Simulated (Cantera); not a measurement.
Charge: 1 mol Si₂Cl₆, 0.031 mol HCl, 160 mol N₂, equilibrated at 1600 K and 12.0 Torr.

Equilibrium computed with Cantera from the NASA thermochemical tables; the gas is ideal and each condensed phase is pure. Candidate condensed phases: NH₄Cl, Si, Si₃N₄; 28 gas species. The feed counts by its element totals alone. The tables' values for SiCl₃ are old estimates; treat these amounts as uncertain. The numbers say what is thermodynamically allowed, not how fast it happens.

Base state: N₂ 0.986, SiCl₂ 0.00524, SiCl₄ 0.00413, SiCl₃ 0.00296, Cl 0.00111, HCl 0.000191 (mole fractions); condensed: gas only.

Question: What changes in the equilibrium state with this change: temperature from 1600 K to 1698 K?

Answer: 
```tsv
species	before	after
N₂	0.986	0.984
SiCl₂	0.00524	0.00661
Cl	0.00111	0.00392
SiCl₄	0.00413	0.00268
SiCl₃	0.00296	0.00300
HCl	0.000191	0.000191
```

Question: What changes in the equilibrium state with this change: temperature from 1600 K to 1648.15 K?

Answer: 
```csv
species,before,after
N₂,0.986,0.985
SiCl₂,0.00524,0.00574
SiCl₄,0.00413,0.00354
Cl,0.00111,0.00220
SiCl₃,0.00296,0.00304
HCl,0.000191,0.000191
```
